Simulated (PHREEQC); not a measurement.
Dissolve 0.0047 mol/kgw CuSO4, 0.00094 mol/kgw H2SO4 and 0.14 mol/kgw Na2SO4 at 10 °C. Closed to the air; pH follows from the charge balance.

All values are PHREEQC results (ion-association model, wateq4f.dat), not measurements.

No solid was allowed to form.

Task: Order these S species by the share of S that they hold, largest first: SO4-2, HSO4-, CuSO4, NaSO4-.

Result: SO4-2 (76 %), NaSO4- (21 %), CuSO4 (1.8 %), HSO4- (0.88 %)

The pH is 3.33 and the ionic strength 0.368 mol/kgw. Species that the database lacks are ignored. Away from 25 °C the constants follow the database's enthalpies or fits; those with neither stay at their 25 °C values.
